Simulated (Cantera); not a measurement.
A closed system holds: 1 mol SiC, 0.11 mol N2O, 340 mol N2, 0.058 mol O2, equilibrated at 1.10 Pa.

These are equilibrium values from Cantera (NASA tables, ideal gas, pure condensed phases), not measurements of a reactor. Candidate condensed phases: C, Si, SiC, SiO2, Si2N2O, Si3N4; 34 gas species. Rates play no part.

x: gas mole fraction; n: condensed amount in mol.

| T (K) | x N2 | x Si | x CN | x CO | x SiC2 | n SiC(s) | n C(graphite) |
|---|---|---|---|---|---|---|---|
| 1623 | 0.999 | 0.000604 | 1.04e-7 | 0.000636 | 1.99e-7 | 0.783 | 0 |
| 1673 | 0.999 | 0.000654 | 7.94e-7 | 0.000660 | 2.58e-6 | 0.772 | 0 |
| 1723 | 0.998 | 0.00149 | 2.54e-6 | 0.000660 | 1.36e-5 | 0.478 | (withheld) |
| 1773 | 0.996 | 0.00285 | 5.98e-6 | 0.000660 | 3.54e-5 | 0 | 0.742 |
| 1823 | 0.996 | 0.00286 | 1.34e-5 | 0.000661 | 4.76e-5 | 0 | 0.734 |
| 1873 | 0.996 | 0.00285 | 2.89e-5 | 0.000662 | 6.26e-5 | 0 | 0.719 |
| 1923 | 0.996 | 0.00284 | 5.97e-5 | 0.000662 | 8.09e-5 | 0 | 0.696 |
| 1973 | 0.996 | 0.00282 | 0.000119 | 0.000662 | 0.000103 | 0 | 0.660 |
| 2023 | 0.996 | 0.00280 | 0.000229 | 0.000662 | 0.000129 | 0 | (withheld) |
| 2073 | 0.996 | 0.00277 | 0.000426 | 0.000662 | 0.000159 | 0 | (withheld) |
| 2123 | 0.996 | 0.00273 | 0.000770 | 0.000662 | 0.000194 | 0 | (withheld) |
| 2173 | 0.995 | 0.00270 | 0.00133 | 0.000662 | 0.000226 | 0 | (withheld) |

**Question.** Fill in the missing entries.

**Answer.** 
- 1723, n C(graphite): 0.283
- 2023, n C(graphite): 0.600
- 2073, n C(graphite): 0.498
- 2123, n C(graphite): 0.316
- 2173, n C(graphite): 0
